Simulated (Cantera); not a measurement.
A closed system holds: 1 mol C2H2, 1.4 mol H2, 0.83 mol N2, at 100 Torr.

These are equilibrium values from Cantera (NASA tables, ideal gas, pure condensed phases), not measurements of a reactor. Candidate condensed phases: C, C6H6, C7H8, C8H18; 92 gas species. The numbers say what is thermodynamically allowed, not how fast it happens.

x: gas mole fraction; n: condensed amount in mol.

```
T (K)   x H2   x N2     x CH4  x HCN       x H  n C(graphite)
-----  -----  -----  --------  -----  --------  -------------
823    0.672  0.271    0.0562      ?  1.65e-11           1.83
923    0.723  0.261    0.0162      ?  5.69e-10           1.95
1023   0.736  0.258   0.00542      ?   9.73e-9           1.98
1123   0.740  0.258   0.00214      ?   1.00e-7           1.99
1223   0.742  0.257  0.000977      ?   7.09e-7           2.00
1323   0.742  0.257  0.000499      ?   3.74e-6           2.00
1423   0.743  0.257  0.000280      ?   1.57e-5           2.00
1523   0.742  0.257  0.000169      ?   5.45e-5           2.00
1623   0.742  0.256  0.000109      ?  0.000163           2.00
1723   0.742  0.256   7.38e-5      ?  0.000430           1.99
1823   0.740  0.255   5.21e-5      ?   0.00102           1.99
1923   0.738  0.254   3.82e-5      ?   0.00222           1.98
```

**Question.** Fill in the missing entries.

**Answer.** 
- 823, x HCN: 7.02e-8
- 923, x HCN: 5.92e-7
- 1023, x HCN: 3.24e-6
- 1123, x HCN: 1.31e-5
- 1223, x HCN: 4.18e-5
- 1323, x HCN: 0.000112
- 1423, x HCN: 0.000260
- 1523, x HCN: 0.000542
- 1623, x HCN: 0.00103
- 1723, x HCN: 0.00181
- 1823, x HCN: 0.00298
- 1923, x HCN: 0.00466
